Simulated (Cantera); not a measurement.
A closed system holds: 1 mol AlCl3, 0.4 mol O2, 110 mol N2, held at 0.00133 bar.

Equilibrium computed with Cantera from the NASA thermochemical tables; the gas is ideal and each condensed phase is pure. Candidate condensed phases: Al, AlCl3, AlN, Al2O3; 24 gas species. The tables' values for AlCl2 are old estimates; treat these amounts as uncertain. Condensed phases not in the tables: AlOCl. Rates play no part.

x: gas mole fraction; n: condensed amount in mol.

```json
[
 {"T (K)": "925", "x N2": "0.988", "x Cl": "0.000266", "x Cl2": "0.00706", "x AlCl3": "0.00419", "x AlCl2": "<1e-12", "x AlOCl": "<1e-12", "x AlCl": "<1e-12", "n Al2O3(s)": "0.267"},
 {"T (K)": "975", "x N2": "0.988", "x Cl": "0.000602", "x Cl2": "0.00689", "x AlCl3": "0.00419", "x AlCl2": "1.75e-12", "x AlOCl": "<1e-12", "x AlCl": "<1e-12", "n Al2O3(s)": "0.267"},
 {"T (K)": "1025", "x N2": "0.988", "x Cl": "0.00124", "x Cl2": "0.00656", "x AlCl3": "0.00419", "x AlCl2": "1.09e-11", "x AlOCl": "<1e-12", "x AlCl": "<1e-12", "n Al2O3(s)": "0.267"},
 {"T (K)": "1075", "x N2": "0.987", "x Cl": "0.00234", "x Cl2": "[?]", "x AlCl3": "0.00419", "x AlCl2": "5.88e-11", "x AlOCl": "<1e-12", "x AlCl": "<1e-12", "n Al2O3(s)": "0.267"},
 {"T (K)": "1125", "x N2": "0.987", "x Cl": "0.00404", "x Cl2": "[?]", "x AlCl3": "0.00419", "x AlCl2": "2.82e-10", "x AlOCl": "6.46e-12", "x AlCl": "<1e-12", "n Al2O3(s)": "0.267"},
 {"T (K)": "1175", "x N2": "0.986", "x Cl": "0.00629", "x Cl2": "[?]", "x AlCl3": "0.00418", "x AlCl2": "1.25e-9", "x AlOCl": "3.99e-11", "x AlCl": "<1e-12", "n Al2O3(s)": "0.267"},
 {"T (K)": "1225", "x N2": "0.984", "x Cl": "0.00879", "x Cl2": "[?]", "x AlCl3": "0.00418", "x AlCl2": "5.26e-9", "x AlOCl": "2.11e-10", "x AlCl": "<1e-12", "n Al2O3(s)": "0.267"},
 {"T (K)": "1275", "x N2": "0.983", "x Cl": "0.0110", "x Cl2": "[?]", "x AlCl3": "0.00417", "x AlCl2": "2.15e-8", "x AlOCl": "9.83e-10", "x AlCl": "2.35e-12", "n Al2O3(s)": "0.267"},
 {"T (K)": "1325", "x N2": "0.982", "x Cl": "0.0125", "x Cl2": "[?]", "x AlCl3": "0.00417", "x AlCl2": "8.55e-8", "x AlOCl": "4.06e-9", "x AlCl": "2.88e-11", "n Al2O3(s)": "0.267"},
 {"T (K)": "1375", "x N2": "0.982", "x Cl": "0.0134", "x Cl2": "[?]", "x AlCl3": "0.00417", "x AlCl2": "3.24e-7", "x AlOCl": "1.51e-8", "x AlCl": "3.28e-10", "n Al2O3(s)": "0.267"},
 {"T (K)": "1425", "x N2": "0.982", "x Cl": "0.0138", "x Cl2": "[?]", "x AlCl3": "0.00416", "x AlCl2": "1.15e-6", "x AlOCl": "5.12e-8", "x AlCl": "3.34e-9", "n Al2O3(s)": "0.267"},
 {"T (K)": "1475", "x N2": "0.982", "x Cl": "0.0141", "x Cl2": "[?]", "x AlCl3": "0.00416", "x AlCl2": "3.81e-6", "x AlOCl": "1.59e-7", "x AlCl": "2.99e-8", "n Al2O3(s)": "0.267"},
 {"T (K)": "1525", "x N2": "0.982", "x Cl": "0.0142", "x Cl2": "[?]", "x AlCl3": "0.00415", "x AlCl2": "1.17e-5", "x AlOCl": "4.60e-7", "x AlCl": "2.35e-7", "n Al2O3(s)": "0.267"}
]
```

Task: What belongs in the gaps?

Result: 
- 1075, x Cl2: 0.00601
- 1125, x Cl2: 0.00516
- 1175, x Cl2: 0.00402
- 1225, x Cl2: 0.00276
- 1275, x Cl2: 0.00165
- 1325, x Cl2: 0.000878
- 1375, x Cl2: 0.000439
- 1425, x Cl2: 0.000217
- 1475, x Cl2: 0.000109
- 1525, x Cl2: 5.64e-5
